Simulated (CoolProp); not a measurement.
R1123 along the isobar 4.87 MPa: Z from the reference equation and from simpler models built on Tc = 58.6 °C, pc = 4.549 MPa, ω = 0.243; each cubic takes its own stable root.

Model: reference Helmholtz-energy equation of state, Akasaka 2020, in CoolProp.

| T (°C) | phase | reference |
|---|---|---|
| -8.15 | liquid | 0.1537 |
| 20.55 | liquid | 0.1550 |
| 49.25 | liquid | 0.1724 |
| 77.85 | supercritical | 0.5943 |
| 106.55 | supercritical | 0.7354 |
| 135.15 | supercritical | 0.8110 |
| 163.85 | supercritical | 0.8609 |
| 192.45 | supercritical | 0.8964 |

Task: How far does each simpler model (Soave-Redlich-Kwong, Peng-Robinson) lie from the reference over these 8 states: mean and median of the absolute difference, and the worst?

Result: 
- Soave-Redlich-Kwong: mean 6.9 %, median 2.3 %, worst +21.5 % at 49.25 °C and 4.87 MPa
- Peng-Robinson: mean 2.5 %, median 1.8 %, worst +8.7 % at 49.25 °C and 4.87 MPa
